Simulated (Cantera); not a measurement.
Feed: 1 mol PbO, 3.7 mol CO, 5.8 mol H2, held at 0.840 bar.

These are equilibrium values from Cantera (NASA tables, ideal gas, pure condensed phases), not measurements of a reactor. Candidate condensed phases: C, C6H6, C7H8, C8H18, H2O, Pb, PbO, PbO2, Pb3O4; 113 gas species. The numbers say what is thermodynamically allowed, not how fast it happens. All values below are at 1198 K.

Base state: H2 0.539, CO 0.355, H2O 0.0712, CO2 0.0343, Pb 0.000743, CH4 0.000234 (mole fractions); condensed: Pb(l).

**Question.** What changes in the equilibrium state with this change: pressure from 0.840 bar to 13.3 mbar?

**Answer.** 
```csv
species,before,after
H2,0.539,0.514
CO,0.355,0.339
H2O,0.0712,0.0677
Pb,0.000743,0.0468
CO2,0.0343,0.0326
CH4,0.000234,5.15e-8
"Pb(l), mol",0.993,0.534
```
